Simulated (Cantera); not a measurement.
Input: 1 mol Cu, 5.4 mol HF, 0.6 mol H₂, held at 1.60e-5 bar.

These are equilibrium values from Cantera (NASA tables, ideal gas, pure condensed phases), not measurements of a reactor. Candidate condensed phases: Cu, CuF₂; 15 gas species. The numbers say what is thermodynamically allowed, not how fast it happens.

log p: log10 of the partial pressure in bar; n: condensed amount in mol.

```tsv
T (K)	log p HF	log p Cu	log p H₂	log p CuF	log p H	log p Cu₂	log p F	n Cu(s)	n Cu(l)
875	-4.84	-13.30	-5.80	-13.14	-13.20	<-16	<-16	1.00	0
975	-4.84	___	-5.80	___	___	<-16	<-16	1.000	0
1075	-4.84	-9.59	-5.80	-10.29	-10.73	-14.84	-16.19	1.000	0
1175	-4.84	-8.22	-5.80	-9.23	-9.81	-12.89	-14.72	0.998	0
1275	-4.84	___	-5.80	___	___	___	___	0.966	0
1375	-4.87	-6.08	-5.82	-7.61	-8.37	-9.88	-12.41	0	0.665
1475	-4.91	-5.65	-5.86	-7.39	-7.82	-9.50	-11.51	0	0
```

**Question.** Fill in the missing entries.

**Answer.** 
- 975, log p Cu: -11.25
- 975, log p CuF: -11.57
- 975, log p H: -11.84
- 1275, log p Cu: -7.06
- 1275, log p CuF: -8.35
- 1275, log p H: -9.03
- 1275, log p Cu₂: -11.26
- 1275, log p F: -13.47
